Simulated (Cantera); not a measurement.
Feed: 1 mol Pb, 0.016 mol O₂, 0.19 mol N₂, equilibrated at 0.490 bar.

Cantera equilibrium calculation (NASA polynomials, part measured and part estimated; ideal gas, pure solids and liquids). Candidate condensed phases: Pb, PbO, PbO₂, Pb₃O₄; 12 gas species. Each liquid is taken as pure. Mutual solubility and eutectic melting of coexisting phases are not modelled. Gases not in the tables: (PbO)n polymers. Rates play no part. All values below are at 1348 K.

Base state: N₂ 0.988, Pb 0.00975, PbO 0.00205 (mole fractions); condensed: Pb(l) + PbO(l).

What changes in the equilibrium state with this change: pressure from 0.490 bar to 0.133 bar?


```csv
species,before,after
N₂,0.988,0.957
Pb,0.00975,0.0358
PbO,0.00205,0.00754
"Pb(l), mol",0.966,0.961
"PbO(l), mol",0.0316,0.0305
```
